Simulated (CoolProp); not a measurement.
Properties of nitrogen along the isobar 4980 kPa (Tc = 126.2 K, pc = 3396 kPa, ω = 0.037).

Values from CoolProp's reference Helmholtz-energy equation of state, Span 2000.

```tsv
T (K)	phase	speed of sound (m/s)	expansivity (1/kK)	Prandtl number	fugacity coefficient
80.9	liquid	857.8	5.388	2.12	0.03690
101.9	liquid	653.3	7.730	1.66	0.1814
123	liquid	400.4	18.40	1.99	0.4519
144	supercritical	215.6	33.55	1.67	0.6949
165.1	supercritical	248.4	13.18	1.03	0.8059
186.2	supercritical	273.2	8.796	0.892	0.8721
207.2	supercritical	293.9	6.808	0.830	0.9150
228.3	supercritical	312.1	5.634	0.796	0.9443
249.4	supercritical	328.6	4.849	0.774	0.9648
270.4	supercritical	343.7	4.283	0.759	0.9795
291.5	supercritical	357.9	3.848	0.747	0.9902
312.5	supercritical	371.2	3.505	0.738	0.9982
333.6	supercritical	383.9	3.223	0.731	1.004
354.7	supercritical	396.0	2.987	0.726	1.009
375.7	supercritical	407.6	2.787	0.721	1.012
```

Viscosity comes from a separate model (Lemmon 2004). Thermal conductivity comes from a separate model (Lemmon 2004).
